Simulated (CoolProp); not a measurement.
Vapour-liquid equilibrium of R22 (1) + R113 (2) at 56.65 °C; x and y are mole fractions of (1).

Values from CoolProp's multi-fluid Helmholtz-energy mixture model, Kamei 1995 and Marx 1992; pair parameters Bell 2016.

```tsv
x	bubble pressure (kPa)	y at the bubble point	dew pressure at overall composition x (kPa)	liquid density (mol/L)
0.05	236.6	0.435	142.6	8.093
0.15	448.9	0.715	159.0	8.437
0.25	665.4	0.817	179.8	8.800
0.35	877.4	0.870	206.6	9.182
0.45	1081	0.902	?	?
0.55	1277	0.924	293.8	10.01
0.65	1470	0.942	371.9	10.45
0.75	1666	0.958	505.7	10.91
0.85	?	0.973	?	11.39
0.95	2120	0.990	1565	11.88
```

Problem. What belongs in the gaps?

Solution. 
- 0.45, dew pressure at overall composition x (kPa): 242.7
- 0.45, liquid density (mol/L): 9.583
- 0.85, bubble pressure (kPa): 1879
- 0.85, dew pressure at overall composition x (kPa): 784.6

No azeotrope shows between x = 0.05 and 0.95.

The pair parameters rest on a limited set of measurements; away from them the model extrapolates.
